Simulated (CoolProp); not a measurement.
Vapour-liquid equilibrium of dimethyl carbonate (1) + n-heptane (2) at 0.0624 MPa; x and y are mole fractions of (1).

Model: multi-fluid Helmholtz-energy mixture model, Zhou 2011 and Span 2003; pair parameters Bell 2016, in CoolProp.

Question: Give the bubble temperature and the first vapour's composition at x = 0.35, 0.5, 0.65. Is there an azeotrope?

Answer: x = 0.35: 341.4 K, y = 0.530; x = 0.5: 340.6 K, y = 0.575; x = 0.65: 340.6 K, y = 0.608. y crosses x between x = 0.5 and 0.65: the model has an azeotrope there.

The pair parameters rest on a limited set of measurements; away from them the model extrapolates.
